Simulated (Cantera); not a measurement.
Feed: 1 mol Si3N4, a varied amount of O2, 0.38 mol H2, held at 1073.15 K and 195 Torr.

These are equilibrium values from Cantera (NASA tables, ideal gas, pure condensed phases), not measurements of a reactor. Candidate condensed phases: H2O, Si, SiO2, Si2N2O, Si3N4; 35 gas species. Mutual solubility and eutectic melting of coexisting phases are not modelled. Equilibrium is a limit: real reactors are often held back by kinetics, nucleation or transport.

Problem. At 0.89 mol O2, list the 4 most abundant gas species with their mole fractions, and the condensed phases.

Solution. N2 0.610, H2 0.390, H2O 4.45e-5, NH3 1.83e-5. Condensed: SiO2(β-quartz) + Si2N2O(s).
